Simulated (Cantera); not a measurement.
Input: 1 mol SiH₂Cl₂, 26 mol N₂, 0.48 mol H₂, held at 625 °C and 0.100 bar.

Method: chemical equilibrium by Gibbs-energy minimisation in Cantera with the NASA 1993 tables (ideal gas, pure condensed phases). Candidate condensed phases: NH₄Cl, Si, Si₃N₄; 28 gas species. N₂ is the only nitrogen source here; it is nearly inert below about 1500 K, so the nitride shown seldom forms there in practice. Rates play no part.

Base state: N₂ 0.915, HCl 0.0566, H₂ 0.0250, SiCl₄ 0.00385 (mole fractions); condensed: Si₃N₄(s).

**Question.** What changes in the equilibrium state with this change: temperature from 625 °C to 1427 °C?

**Answer.** 
```json
[
 {"species": "N₂", "before": "0.915", "after": "0.912"},
 {"species": "HCl", "before": "0.0566", "after": "0.0420"},
 {"species": "H₂", "before": "0.0250", "after": "0.0317"},
 {"species": "SiCl₂", "before": "1.83e-9", "after": "0.0132"},
 {"species": "Cl", "before": "<1e-9", "after": "8.54e-5"},
 {"species": "H", "before": "<1e-9", "after": "8.30e-5"},
 {"species": "SiCl₃", "before": "3.82e-7", "after": "0.000792"},
 {"species": "SiCl₄", "before": "0.00385", "after": "9.36e-5"},
 {"species": "SiHCl₃", "before": "4.74e-6", "after": "1.37e-5"},
 {"species": "Si₃N₄(s), mol", "before": "0.298", "after": "0.201"}
]
```
The tables' values for SiCl₃ are old estimates; treat these amounts as uncertain.

**Question.** What changes in the equilibrium state with this change: pressure from 0.100 bar to 10.0 mbar?

**Answer.** 
```csv
species,before,after
N₂,0.915,0.914
HCl,0.0566,0.0607
H₂,0.0250,0.0229
SiCl₄,0.00385,0.00282
"Si₃N₄(s), mol",0.298,0.307
```

**Question.** What changes in the equilibrium state with this change: temperature from 625 °C to 1375 °C?

**Answer.** 
```csv
species,before,after
N₂,0.915,0.912
HCl,0.0566,0.0472
H₂,0.0250,0.0292
SiCl₂,1.83e-9,0.0102
Cl,<1e-9,6.11e-5
H,<1e-9,4.81e-5
"Si₃N₄(s), mol",0.298,0.227
```
The tables' values for SiCl₃ are old estimates; treat these amounts as uncertain.
